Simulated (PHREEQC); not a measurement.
1 kg of water holding 0.029 mol NaCl and 0.62 mol Na2SO4 is evaporated at 75 °C; the solids stay in contact with the brine. No CO2 enters from the air. Solids allowed: Halite, Mirabilite, Thenardite. Others were left out.

The series has 28 steps of water left (kg), from 1 to 0.005012.

The numbers come from PHREEQC with the Pitzer model, pitzer.dat.

### Question
Which solids form, in which order, and at which step of the series does each first stand?

### Answer
Thenardite from water left = 0.2082 kg.

Complexes and solids missing from the database can't appear. Away from 25 °C the constants follow the database's enthalpies or fits; those with neither stay at their 25 °C values.
